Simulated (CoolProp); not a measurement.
A single-stage vapour-compression cycle with R134a: evaporating at 266.15 K (dew point), condensing at 326.15 K (bubble point), superheat 5 K, subcooling 8 K, compressor efficiency 0.85, no pressure losses. Each further row changes one setting.

The numbers come from the reference Helmholtz-energy equation of state, Tillner-Roth 1994 in CoolProp.

| case | cooling COP | pressure ratio | discharge temperature (K) | refrigerating effect (kJ/kg) | volumetric capacity (kJ/m³) |
|---|---|---|---|---|---|
| as stated | 2.91 | 6.30 | 343.4 | 135 | 1480 |
| evaporating temperature 271.15 K | 3.32 | 5.22 | 341.9 | 138 | 1810 |
| condensing temperature 321.15 K | 3.29 | 5.56 | 337.9 | 142 | 1560 |
| subcooling 13 K | 3.07 | 6.30 | 343.4 | 142 | 1560 |
| superheat 15 K | 2.94 | 6.30 | 353.2 | 144 | 1500 |
| compressor efficiency 0.75 | 2.56 | 6.30 | 348.9 | 135 | 1480 |
